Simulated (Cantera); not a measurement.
A freely propagating, adiabatic, planar premixed flame of 37.1 % H2, 13.2 % O2, 49.7 % N2, equivalence ratio 1.4, unburnt at 700 K and 82.5 Torr; mixture-averaged transport, grid criteria slope 0.08 and curve 0.16, no radiation.

Cantera simulation using the H2/O2 subset of GRI-Mech 3.0, which has no nitrogen chemistry; the numbers are that mechanism's predictions, not measurements. Burning velocities carry a grid error of a few per cent, more on coarse grids.

x: mole fraction of selected species; z is measured from the peak of heat release.

```
z (mm)       T (K)  u (m/s)    x H2     x O2   x H2O2      x OH    x HO2     x H2O
------  ----------  -------  ------  -------  -------  --------  -------  --------
-26.6          700     8.86   0.371    0.132    <1e-8     <1e-8    <1e-8     <1e-8
-17.7          700     8.86   0.371    0.132    <1e-8     <1e-8    <1e-8     <1e-8
-13.3          700     8.86   0.371    0.132    <1e-8     <1e-8    <1e-8     <1e-8
-8.87          700     8.86   0.371    0.132    <1e-8     <1e-8  3.91e-7   8.66e-8
-4.44          705     8.92   0.370    0.132  9.25e-8   1.27e-5  2.63e-5  0.000380
-2.22   (withheld)     9.85   0.350    0.129  1.15e-7  0.000206  2.13e-5   0.00919
0       (withheld)     13.9   0.187   0.0725  4.07e-7   0.00330  9.66e-6     0.122
2.22          1380     16.7  0.0879   0.0176  4.36e-7   0.00709  2.23e-6     0.224
4.44          1482     17.9  0.0880   0.0137  3.82e-7   0.00885  1.54e-6     0.231
8.87    (withheld)     19.2  0.0944   0.0120  2.68e-7    0.0110  1.16e-6     0.236
17.7    (withheld)     20.7   0.101   0.0101  1.53e-7    0.0132  8.49e-7     0.242
35.5          1918     22.4   0.106  0.00795  7.94e-8    0.0148  6.02e-7     0.250
71.0    (withheld)     23.9   0.110  0.00576  4.27e-8    0.0154  4.36e-7     0.259
```

**Question.** Complete the blanks.

**Answer.** 
- -2.22, T (K): 783
- 0, T (K): 1128
- 8.87, T (K): 1610
- 17.7, T (K): 1758
- 71.0, T (K): 2080
